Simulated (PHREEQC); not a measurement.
# Spent oxide etchant (model solution)

Dissolve 0.046 mol HF, 0.00096 mol (NH4)2SiF6, 0.0012 mol H3PO4 and 0.0013 mol HCl per kg of water at 29 °C. Closed to the air; pH follows from the charge balance.

Equilibrium calculation in PHREEQC: ion-association model, phreeqc.dat.

Precipitation was switched off in this run.

Q: Estimate the pH.

A: pH 2.19.

Q: In which forms is F present?

A: HF 78 %, SiF6-2 11 %, F- 8.4 %, HF2- 2.7 % of the F.

Complexes and solids missing from the database can't appear. SiF6-2 is the database's only silicon fluoride.
